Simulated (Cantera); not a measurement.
Feed: 1 mol trisilylamine, 0.14 mol NH₃, 34 mol H₂, equilibrated at 1.33 mbar.

Cantera equilibrium calculation (NASA polynomials, part measured and part estimated; ideal gas, pure solids and liquids). Candidate condensed phases: Si, Si₃N₄; 18 gas species. The feed counts by its element totals alone. Rates play no part.

Task: At 1225 °C, list the 3 most abundant gas species with their mole fractions, and the condensed phases.

Result: H₂ 0.985, N₂ 0.0145, H 0.000467. Condensed: Si(s).
